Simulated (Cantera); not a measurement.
**BN + F2 + H2 (nitride etching)**

Charge: 1 mol BN, 1.6 mol F2, 25 mol H2, at 133 Pa.

These are equilibrium values from Cantera (NASA tables, ideal gas, pure condensed phases), not measurements of a reactor. Candidate condensed phases: B, BN; 31 gas species. The tables' values for BF2 are old estimates; treat these amounts as uncertain. The numbers say what is thermodynamically allowed, not how fast it happens.

```
T (°C)   x H2   x BF3    x N2     x HF     x BF2  n BN(s)
------  -----  ------  ------  -------  --------  -------
577     0.936  0.0376  0.0188  0.00752  4.36e-10        0
627     0.936  0.0376  0.0188  0.00752   3.70e-9        0
677     0.936  0.0376  0.0188  0.00753   2.50e-8        0
727     0.936  0.0376  0.0188  0.00754   1.39e-7        0
777     0.936  0.0374  0.0187  0.00813   6.07e-7  0.00498
827     0.935  0.0370  0.0186  0.00906   2.21e-6   0.0129
877     0.935  0.0367  0.0184  0.00999   7.18e-6   0.0207
927     0.934  0.0363  0.0183   0.0109   2.11e-5   0.0281
977     0.934  0.0359  0.0181   0.0118   5.68e-5   0.0351
1027    0.933  0.0355  0.0180   0.0127  0.000141   0.0412
1077    0.932  0.0349  0.0179   0.0136  0.000327   0.0456
1127    0.932  0.0342  0.0179   0.0145  0.000709   0.0471
1177    0.931  0.0332  0.0180   0.0153   0.00144   0.0427
1227    0.929  0.0317  0.0183   0.0160   0.00276   0.0267
```
x: gas mole fraction; n: condensed amount in mol.

From 577 °C to 727 °C nothing is condensed. From 777 °C to 1227 °C the condensed part is BN(s). The main B-bearing gas is BF3 throughout.
